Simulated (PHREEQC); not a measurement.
0.1 mol of Gypsum (CaSO4:2H2O) is brought to equilibrium with 1 kg of water holding 0.071 mol/kgw NaCl, with rising amounts of NiCl2, at 40 °C. Oxygen is held at 0.21 atm. The system is closed to CO2. Only these solids could form: Gypsum, Portlandite, Ni(OH)2, Ni4(OH)6SO4, Halite, Mirabilite, Morenosite.

All values are PHREEQC results (ion-association model, wateq4f.dat), not measurements.

Predict pH, dissolved Ca (mol/kgw) at NiCl2 added (mol) = 0, 0.00417, 0.00625, 0.0125, 0.0208.


```
NiCl2 added (mol)    pH  dissolved Ca (mol/kgw)
-----------------  ----  ----------------------
0                  6.86                  0.0212
0.00417            6.30                  0.0221
0.00625            6.22                  0.0226
0.0125             6.08                  0.0238
0.0208             5.97                  0.0252
```

Constants without temperature data keep their 25 °C values here.
